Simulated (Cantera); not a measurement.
Charge: 1 mol SiC, 0.0023 mol H₂O, 140 mol H₂, 0.41 mol CO₂, held at 3.80 Pa.

These are equilibrium values from Cantera (NASA tables, ideal gas, pure condensed phases), not measurements of a reactor. Candidate condensed phases: C, C₆H₆, C₇H₈, C₈H₁₈, H₂O, Si, SiC, SiO₂; 123 gas species. Equilibrium is a limit: real reactors are often held back by kinetics, nucleation or transport. All values below are at 1525 °C.

Base state: H₂ 0.936, H 0.0553, CO 0.00560, Si 0.00283, C₂H₂ (acetylene) 7.59e-5, SiO 6.58e-5, Si₂C 2.97e-5, SiH 1.93e-5 (mole fractions); condensed: SiC(s).

Problem. What changes in the equilibrium state with this change: pressure from 3.80 Pa to 2.30 mbar?

Solution. 
```
species            before     after
----------------  -------  --------
H₂                  0.936     0.987
H                  0.0553   0.00729
CO                0.00560   0.00448
Si                0.00283  0.000235
SiO               6.58e-5   0.00133
SiC₂              1.91e-5   6.28e-8
C₂H₂ (acetylene)  7.59e-5   3.16e-6
Si₂C              2.97e-5   2.47e-6
SiH               1.93e-5   1.28e-5
SiC(s), mol         0.565     0.775
```
